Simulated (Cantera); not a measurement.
A diamond (100) surface in a fixed gas of H2 with x(CH4) = 0.0026, x(H) = 0.042, x(CH3) = 7.1e-05, at 1150 K; coverages are run to steady state.

Cantera simulation using the Harris–Goodwin 1993 mechanism for the reconstructed diamond (100) surface; the numbers are that mechanism's predictions, not measurements.

θ: site fractions in the mechanism's names (c6HH fully hydrogenated, c6H* and c6*H radical sites, c6** diradical, c6HM methylated).

| P (Pa) | growth (µm/h) | θ c6HH | θ c6H* | θ c6*H | θ c6** | θ c6HM |
|---|---|---|---|---|---|---|
| 790 | ? | 0.472 | 0.0332 | 0.470 | 0.0244 | 0.000295 |
| 1400 | ? | 0.472 | 0.0332 | 0.469 | 0.0244 | 0.000364 |
| 2400 | ? | 0.472 | 0.0333 | 0.469 | 0.0244 | 0.000417 |
| 4200 | ? | 0.472 | 0.0335 | 0.469 | 0.0244 | 0.000457 |
| 7200 | ? | 0.472 | 0.0338 | 0.469 | 0.0245 | 0.000483 |
| 13000 | ? | 0.472 | 0.0343 | 0.468 | 0.0246 | 0.000502 |
| 22000 | ? | 0.472 | 0.0351 | 0.467 | 0.0248 | 0.000513 |
| 38000 | ? | 0.472 | 0.0365 | 0.466 | 0.0251 | 0.000524 |

Task: What belongs in the gaps?

Result: 
- 790, growth (µm/h): 0.312
- 1400, growth (µm/h): 0.669
- 2400, growth (µm/h): 1.30
- 4200, growth (µm/h): 2.48
- 7200, growth (µm/h): 4.48
- 13000, growth (µm/h): 8.39
- 22000, growth (µm/h): 14.5
- 38000, growth (µm/h): 25.6
